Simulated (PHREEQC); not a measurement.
1 kg of water meets 20 L of dry gas (CO2 0.5, H2S 0.5 by moles) at fixed total pressure, at 25 °C; fugacities by Peng-Robinson. The gases take part in no redox reaction, some water evaporates into the gas, and hydrates or a liquid gas phase aren't modelled. No solid was allowed to form.

Computed with PHREEQC (ion-association model, phreeqc.dat).

```json
[
 {"P (atm)": "1", "dissolved CO2 (all carbonate carbon) (mol/kgw)": "0.0170", "φ of CO2": "0.995", "p of CO2 (atm)": "0.500", "dissolved H2S (mol/kgw)": "0.0414", "φ of H2S": "0.992", "p of H2S (atm)": "0.469", "pH": "3.96"},
 {"P (atm)": "2", "dissolved CO2 (all carbonate carbon) (mol/kgw)": "0.0343", "φ of CO2": "0.989", "p of CO2 (atm)": "1.02", "dissolved H2S (mol/kgw)": "0.0834", "φ of H2S": "0.984", "p of H2S (atm)": "0.953", "pH": "…"},
 {"P (atm)": "3", "dissolved CO2 (all carbonate carbon) (mol/kgw)": "0.0513", "φ of CO2": "0.984", "p of CO2 (atm)": "1.53", "dissolved H2S (mol/kgw)": "0.125", "φ of H2S": "0.976", "p of H2S (atm)": "1.44", "pH": "…"},
 {"P (atm)": "5", "dissolved CO2 (all carbonate carbon) (mol/kgw)": "0.0846", "φ of CO2": "0.973", "p of CO2 (atm)": "2.56", "dissolved H2S (mol/kgw)": "0.205", "φ of H2S": "0.961", "p of H2S (atm)": "2.41", "pH": "…"},
 {"P (atm)": "7.5", "dissolved CO2 (all carbonate carbon) (mol/kgw)": "0.125", "φ of CO2": "0.959", "p of CO2 (atm)": "3.84", "dissolved H2S (mol/kgw)": "0.301", "φ of H2S": "0.941", "p of H2S (atm)": "3.62", "pH": "…"},
 {"P (atm)": "10", "dissolved CO2 (all carbonate carbon) (mol/kgw)": "0.164", "φ of CO2": "0.946", "p of CO2 (atm)": "5.12", "dissolved H2S (mol/kgw)": "0.392", "φ of H2S": "0.922", "p of H2S (atm)": "4.84", "pH": "3.46"}
]
```

Some entries are withheld; supply them.


- 2, pH: 3.80
- 3, pH: 3.72
- 5, pH: 3.61
- 7.5, pH: 3.52

Complexes and solids missing from the database can't appear.
